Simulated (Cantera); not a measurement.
Input (Python, Cantera) and output of one run.

```python
import numpy as np
import cantera as ct

gas_names = """
    B BH BH2 BH3 BN B2 H H2 N NH NH2 NH3 N2 N2H2 N2H4
""".split()
cond_names = """
    B(b) B(L) BN(s)
""".split()


# ... load() reads the species with a 1 bar reference pressure and builds the phases ...
atoms = {
    'borazine': {'B': 3, 'N': 3, 'H': 6},
    'N2': {'N': 2},
}
top_T = {'BN(s)': 3200}  # K; cautious upper limits of use, not melting points


# ... equilibrate(T, P, feed) seeds the gas with the atoms and calls Mixture.equilibrate('TP', solver="gibbs", rtol=1e-10, max_steps=50000) ...
results = []
feed = {'borazine': 1, 'N2': 0.73}  # mol
T = 2200  # K
for P in [10, 37, 140, 520, 1900, 7200, 27000, 100000]:
    mix = equilibrate(T, P, feed)
    results.append((T, P, feed, dict(zip(mix.species_names, mix.species_moles))))

top = {s: max(r[3][s] / sum(r[3][g] for g in gas_names) for r in results) for s in gas_names}
cols = sorted((s for s in top if top[s] > 1e-06), key=lambda s: -top[s])[:9]
seen = [c for c in cond_names if any(r[3].get(c, 0) > 1e-12 for r in results)]
print("log10 of partial pressures in bar; condensed amounts in mol")
print(f"{'P/Pa':>10s}" + "".join(f"{s[:9]:>10s}" for s in cols + seen))
for T, P, feed, n in results:
    ng = sum(n[g] for g in gas_names)
    print(f"{P:10.4g}" + "".join(f"{np.log10(max(n[s] / ng * P / 1e5, 1e-99)):10.3f}" for s in cols)
          + "".join(f"{n.get(c, 0):10.4g}" for c in seen))
```

Result:

```
log10 of partial pressures in bar; condensed amounts in mol
      P/Pa        H2        N2         H         B       BH2        BH        BN       NH3       BH3      B(b)     BN(s)
        10    -4.508    -4.459    -4.503    -5.563    -7.386    -7.747    -7.959   -13.820   -11.004      2.82         0
        37    -3.809    -3.849    -4.154    -5.563    -6.687    -7.398    -7.654   -12.466    -9.956     2.953         0
       140    -3.165    -3.248    -3.832    -5.563    -6.042    -7.076    -7.354   -11.200    -8.989     2.985         0
       520    -2.508    -2.752    -3.503    -5.563    -5.385    -6.747    -7.106    -9.966    -8.004     1.787     1.207
      1900    -1.834    -2.437    -3.166    -5.720    -4.869    -6.568    -7.106    -8.798    -7.151         0     2.997
      7200    -1.247    -1.855    -2.873    -6.011    -4.573    -6.565    -7.106    -7.626    -6.561         0     2.999
   2.7e+04    -0.668    -1.279    -2.583    -6.299    -4.282    -6.564    -7.106    -6.470    -5.981         0     2.999
     1e+05    -0.097    -0.709    -2.298    -6.584    -3.996    -6.563    -7.106    -5.329    -5.409         0         3
```

Method: chemical equilibrium by Gibbs-energy minimisation in Cantera with the NASA 1993 tables (ideal gas, pure condensed phases). The feed counts by its element totals alone. Mutual solubility and eutectic melting of coexisting phases are not modelled. The tables' values for BH2 are old estimates; treat these amounts as uncertain.
